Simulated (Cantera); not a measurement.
A perfectly stirred reactor is fed with 13.5 % CH4, 3.33 % C2H6, 17.5 % O2, 65.7 % N2, at 0.237 atm; it is adiabatic with a 598 K inlet, and is followed from long to short residence time, starting on the burning branch (τ in s: 0.024, 0.01, 0.0047, 0.0021, 0.00091, 0.00041, 0.00018, 8e-05, 3.5e-05, 1.6e-05, 6.9e-06, 3.1e-06).

Computed with Cantera and GRI-Mech 3.0 (53 species, 325 reactions).

Question: Predict: blow-out, bracketed by the residence times tried; x(CH4) at τ = 24.0 ms; x(C2H6) at τ = 24.0 ms; x(O2) at τ = 24.0 ms; x(C2H2) at τ = 24.0 ms; x(CH4) at τ = 0.180 ms; x(C2H6) at τ = 0.180 ms; x(O2) at τ = 0.180 ms.

Answer: 
```
Property                                                                      Result
------------------------------------------------  ----------------------------------
blow-out, bracketed by the residence times tried  burning at 4.70 ms, out at 2.10 ms
x(CH4) at τ = 24.0 ms                                                         0.0125
x(C2H6) at τ = 24.0 ms                                                      0.000102
x(O2) at τ = 24.0 ms                                                         0.00351
x(C2H2) at τ = 24.0 ms                                                        0.0173
x(CH4) at τ = 0.180 ms                                                         0.135
x(C2H6) at τ = 0.180 ms                                                       0.0333
x(O2) at τ = 0.180 ms                                                          0.175
```
